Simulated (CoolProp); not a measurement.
A closed Brayton cycle with carbon dioxide: compressor inlet 325.15 K and 9.5 MPa, high pressure 18.5 MPa, turbine inlet 930 K, compressor efficiency 0.8, turbine efficiency 0.9, recuperator effectiveness 0.8 (on enthalpy, no pinch check). Each further row changes one setting.

Values from CoolProp's reference Helmholtz-energy equation of state, Span 1996.

```tsv
case	thermal efficiency (%)	net work (kJ/kg)	compressor to turbine work	compressor exit (K)	turbine exit (K)
as stated	25.5	72.8	0.29	374.3	842.7
turbine inlet 880 K	24.9	(withheld)	0.31	374.3	795.8
compressor inlet 335.15 K	25.0	(withheld)	0.35	391.6	842.7
high pressure 15.7 MPa	21.8	56.7	0.27	(withheld)	863.8
recuperator effectiveness 0.5	16.1	72.8	0.29	374.3	842.7
```

Task: What belongs in the gaps?

Result: 
- turbine inlet 880 K, net work (kJ/kg): 66.9
- compressor inlet 335.15 K, net work (kJ/kg): 67.0
- high pressure 15.7 MPa, compressor exit (K): 361.9
